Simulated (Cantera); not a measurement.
A closed system holds: 1 mol Si₃N₄, 3.3 mol CO₂, 13 mol H₂, equilibrated at 37.0 mbar.

Method: chemical equilibrium by Gibbs-energy minimisation in Cantera with the NASA 1993 tables (ideal gas, pure condensed phases). Candidate condensed phases: C, C₆H₆, C₇H₈, C₈H₁₈, H₂O, Si, SiC, SiO₂, Si₂N₂O, Si₃N₄; 151 gas species. Mutual solubility and eutectic melting of coexisting phases are not modelled. The tables hold silica as quartz up to 1696 K and as liquid above; real silica turns to tridymite and cristobalite and melts near 1996 K. Equilibrium is a limit: real reactors are often held back by kinetics, nucleation or transport.

Task: Which condensed phases are stable at each of these points (T (K)): 975, 1025, 1075, 1125, 1175, 1225, 1275, 1325, 1375, 1425, 1475?

Result: 
```
T (K)                          condensed phases  Si condensed (%)
-----  ----------------------------------------  ----------------
975                C(graphite) + SiO₂(β-quartz)             100.0
1025               C(graphite) + SiO₂(β-quartz)             100.0
1075               C(graphite) + SiO₂(β-quartz)             100.0
1125               C(graphite) + SiO₂(β-quartz)             100.0
1175   C(graphite) + SiO₂(β-quartz) + Si₂N₂O(s)             100.0
1225   C(graphite) + SiO₂(β-quartz) + Si₂N₂O(s)             100.0
1275   C(graphite) + SiO₂(β-quartz) + Si₂N₂O(s)             100.0
1325                 SiO₂(β-quartz) + Si₂N₂O(s)             100.0
1375                 SiO₂(β-quartz) + Si₂N₂O(s)             100.0
1425                 SiO₂(β-quartz) + Si₂N₂O(s)             100.0
1475                 SiO₂(β-quartz) + Si₂N₂O(s)              99.9
```

From 975 K to 1125 K the condensed part is C(graphite) + SiO₂(β-quartz). From 1175 K to 1275 K the condensed part is C(graphite) + SiO₂(β-quartz) + Si₂N₂O(s). From 1325 K to 1475 K the condensed part is SiO₂(β-quartz) + Si₂N₂O(s).
